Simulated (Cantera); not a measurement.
## Adiabatic ignition

An adiabatic, constant-volume homogeneous reactor starts with 11.4 % CH₃OH, 18.9 % O₂, 69.7 % N₂, equivalence ratio 0.91, at 1675 K and 7500 Torr.

Computed with Cantera and GRI-Mech 3.0 (53 species, 325 reactions). GRI-Mech 3.0 was tuned for natural gas; its chemistry of methanol as a main component is partial and can be far from experiment. Above 3000 K some thermodynamic fits are extrapolated.

```
t (s)     T (K)  P (bar)  x CH₃OH    x O₂      x OH    x CH₂    x CH₃      x H
--------  -----  -------  -------  ------  --------  -------  -------  -------
2.00e-6    1679     10.0    0.111   0.187   1.02e-5  5.23e-7  4.13e-5  3.92e-6
5.22e-6    1772     10.8   0.0817   0.169  0.000103  1.41e-6  3.87e-5  3.75e-5
1.36e-5    3135     20.7   <1e-12  0.0328    0.0274   <1e-12   <1e-12  0.00634
3.56e-5    3123     20.6   <1e-12  0.0298    0.0262   <1e-12   <1e-12  0.00618
9.28e-5    3113     20.5   <1e-12  0.0275    0.0252   <1e-12   <1e-12  0.00606
0.000242   3112     20.5   <1e-12  0.0272    0.0251   <1e-12   <1e-12  0.00605
0.000632   3112     20.5   <1e-12  0.0272    0.0251   <1e-12   <1e-12  0.00605
0.00165    3112     20.5   <1e-12  0.0272    0.0251   <1e-12   <1e-12  0.00605
0.00431    3112     20.5   <1e-12  0.0272    0.0251   <1e-12   <1e-12  0.00605
0.0112     3112     20.5   <1e-12  0.0272    0.0251   <1e-12   <1e-12  0.00605
0.0294     3112     20.5   <1e-12  0.0272    0.0251   <1e-12   <1e-12  0.00605
0.0766     3112     20.5   <1e-12  0.0272    0.0251   <1e-12   <1e-12  0.00605
0.200      3112     20.5   <1e-12  0.0272    0.0251   <1e-12   <1e-12  0.00605
```
x: mole fraction; the columns are a selection and need not sum to one.

```json
{
  "time_of_steepest_temperature_rise": "6.62 µs",
  "temperature at 0.200 s": "3112 K",
  "equilibrium_temperature": "3112 K",
  "x(CH₃OH) at 0.200 s": "<1e-12 (gas-phase equilibrium <1e-12)",
  "x(O₂) at 0.200 s": "0.0272 (gas-phase equilibrium 0.0272)",
  "x(OH) at 0.200 s": "0.0251 (gas-phase equilibrium 0.0251)"
}
```
